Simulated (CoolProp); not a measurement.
A simple Rankine cycle with water: condensing at 290.15 K, boiler at 17.6 MPa, turbine inlet 643.3 K, turbine efficiency 0.9, pump efficiency 0.6, no recuperator. Each further row changes one setting.

Model: reference Helmholtz-energy equation of state, Wagner 2002, in CoolProp.

```json
[
 {"case": "as stated", "thermal efficiency (%)": "38.1", "net work (kJ/kg)": "994", "heat in (kJ/kg)": "2610", "turbine exit temperature (K)": "290.1", "volume ratio over the turbine": "4540"},
 {"case": "turbine inlet 663.3 K", "thermal efficiency (%)": "38.7", "net work (kJ/kg)": "1060", "heat in (kJ/kg)": "2750", "turbine exit temperature (K)": "290.1", "volume ratio over the turbine": "4040"},
 {"case": "condensing temperature 282.15 K", "thermal efficiency (%)": "39.1", "net work (kJ/kg)": "1030", "heat in (kJ/kg)": "2640", "turbine exit temperature (K)": "282.2", "volume ratio over the turbine": "7380"},
 {"case": "boiler pressure 12.3 MPa", "thermal efficiency (%)": "38.1", "net work (kJ/kg)": "1080", "heat in (kJ/kg)": "2840", "turbine exit temperature (K)": "290.1", "volume ratio over the turbine": "2690"},
 {"case": "turbine efficiency 0.8", "thermal efficiency (%)": "33.8", "net work (kJ/kg)": "880", "heat in (kJ/kg)": "2610", "turbine exit temperature (K)": "290.1", "volume ratio over the turbine": "4860"}
]
```

The expansion ends wet for: as stated; turbine inlet 663.3 K; condensing temperature 282.15 K; boiler pressure 12.3 MPa; turbine efficiency 0.8.
